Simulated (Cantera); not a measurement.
A freely propagating, adiabatic, planar premixed flame of 5.56 % C3H8, 19.9 % O2, 74.6 % N2, equivalence ratio 1.4, unburnt at 650 K and 101000 Pa; mixture-averaged transport, grid criteria slope 0.08 and curve 0.16, no radiation.

Computed with Cantera and GRI-Mech 3.0 (53 species, 325 reactions). GRI-Mech 3.0 was tuned for natural gas; its chemistry of propane as a main component is partial and can be far from experiment. Burning velocities carry a grid error of a few per cent, more on coarse grids.

Q: Predict: laminar burning velocity; thermal thickness; peak x(H2O2); peak x(CH3); peak x(CO).

A: 
- laminar burning velocity = 141 cm/s
- thermal thickness = 0.281 mm
- peak x(H2O2) = 1.52e-5
- peak x(CH3) = 0.00448
- peak x(CO) = 0.106
